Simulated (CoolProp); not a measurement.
A single-stage vapour-compression cycle with ammonia: evaporating at 326.15 K (dew point), condensing at 356.15 K (bubble point), superheat 10 K, subcooling 0 K, compressor efficiency 0.75, no pressure losses. Each further row changes one setting.

Model: reference Helmholtz-energy equation of state, Gao 2020, in CoolProp.

```csv
case,cooling COP,pressure ratio,discharge temperature (K),refrigerating effect (kJ/kg),volumetric capacity (kJ/m³)
as stated,___,2.01,404.4,911,14600
evaporating temperature 331.15 K,___,1.77,396.7,911,___
condensing temperature 351.15 K,8.20,___,___,939,15100
subcooling 5 K,6.86,2.01,404.4,___,15100
superheat 20 K,6.52,2.01,___,___,14300
compressor efficiency 0.65,5.76,2.01,410.9,911,14600
```

**Question.** Fill in the missing entries.

**Answer.** 
- as stated, cooling COP: 6.65
- evaporating temperature 331.15 K, cooling COP: 8.23
- evaporating temperature 331.15 K, volumetric capacity (kJ/m³): 16600
- condensing temperature 351.15 K, pressure ratio: 1.81
- condensing temperature 351.15 K, discharge temperature (K): 393.0
- subcooling 5 K, refrigerating effect (kJ/kg): 940
- superheat 20 K, discharge temperature (K): 417.3
- superheat 20 K, refrigerating effect (kJ/kg): 944
